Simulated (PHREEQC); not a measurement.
0.24 g of hydrous ferric oxide (600 m²/g; 0.2 weak and 0.005 strong sites per Fe, Dzombak-Morel constants, diffuse double layer) in 1 kg of water with 0.05 mol/kgw of an inert sodium salt and 0.00013 mol/kgw Na2SeO3 and 1.4e-06 mol/kgw H3BO3, at 25 °C; the pH is set by adding NaOH or the inert anion's acid. The system is closed to oxygen. No CO2 enters from the air. Precipitation was switched off in this run.

The series has 13 steps of pH, from 3 to 11.

The numbers come from PHREEQC with the ion-association model, wateq4f.dat.

Near which pH is half of the Se sorbed, and on which side is more sorbed?

Near pH 8.5, with more sorbed at lower pH.

At which pH does the surface charge pass through zero?

Near pH 7.5.

The database's selenite sorption wasn't checked against measurements; a fall in acid may be a fault of its surface constants. The oxide is taken as insoluble; below pH 4 it would dissolve.
